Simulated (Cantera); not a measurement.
# NO annealing gas

An isothermal, constant-pressure homogeneous reactor starts with NO : N2 = 5.8 : 0.14 (molar parts), at 1875 K and 100.0 Torr.

Computed with Cantera and GRI-Mech 3.0 (53 species, 325 reactions).

```json
[
 {"t (s)": "0.000600", "x NO": "0.976", "x NO2": "1.20e-5", "x N2O": "3.23e-5", "x O2": "9.71e-7", "x O": "2.27e-5", "x N2": "0.0236"},
 {"t (s)": "0.00135", "x NO": "0.976", "x NO2": "3.89e-5", "x N2O": "6.90e-5", "x O2": "5.63e-6", "x O": "3.84e-5", "x N2": "0.0236"},
 {"t (s)": "0.00303", "x NO": "0.976", "x NO2": "9.22e-5", "x N2O": "0.000138", "x O2": "3.59e-5", "x O": "6.06e-5", "x N2": "0.0236"},
 {"t (s)": "0.00682", "x NO": "0.976", "x NO2": "0.000141", "x N2O": "0.000244", "x O2": "0.000187", "x O": "8.01e-5", "x N2": "0.0237"},
 {"t (s)": "0.0153", "x NO": "0.975", "x NO2": "0.000160", "x N2O": "0.000343", "x O2": "0.000663", "x O": "9.02e-5", "x N2": "0.0242"},
 {"t (s)": "0.0345", "x NO": "0.972", "x NO2": "0.000171", "x N2O": "0.000378", "x O2": "0.00186", "x O": "9.59e-5", "x N2": "0.0254"},
 {"t (s)": "0.0775", "x NO": "0.967", "x NO2": "0.000187", "x N2O": "0.000374", "x O2": "0.00458", "x O": "0.000103", "x N2": "0.0281"},
 {"t (s)": "0.174", "x NO": "0.954", "x NO2": "0.000219", "x N2O": "0.000361", "x O2": "0.0107", "x O": "0.000116", "x N2": "0.0343"},
 {"t (s)": "0.391", "x NO": "0.927", "x NO2": "0.000274", "x N2O": "0.000334", "x O2": "0.0243", "x O": "0.000140", "x N2": "0.0479"},
 {"t (s)": "0.880", "x NO": "0.868", "x NO2": "0.000353", "x N2O": "0.000284", "x O2": "0.0536", "x O": "0.000181", "x N2": "0.0773"},
 {"t (s)": "1.98", "x NO": "0.750", "x NO2": "0.000431", "x N2O": "0.000203", "x O2": "0.113", "x O": "0.000241", "x N2": "0.137"},
 {"t (s)": "4.45", "x NO": "0.547", "x NO2": "0.000432", "x N2O": "0.000102", "x O2": "0.214", "x O": "0.000318", "x N2": "0.238"},
 {"t (s)": "10.0", "x NO": "0.292", "x NO2": "0.000292", "x N2O": "2.79e-5", "x O2": "0.341", "x O": "0.000392", "x N2": "0.365"}
]
```
x: mole fraction; the columns are a selection and need not sum to one.

Equilibrium at this temperature and pressure: NO 0.00650, NO2 7.77e-6, N2O 1.09e-7, O2 0.485, O 0.000461, N2 0.508 (gas phase only).
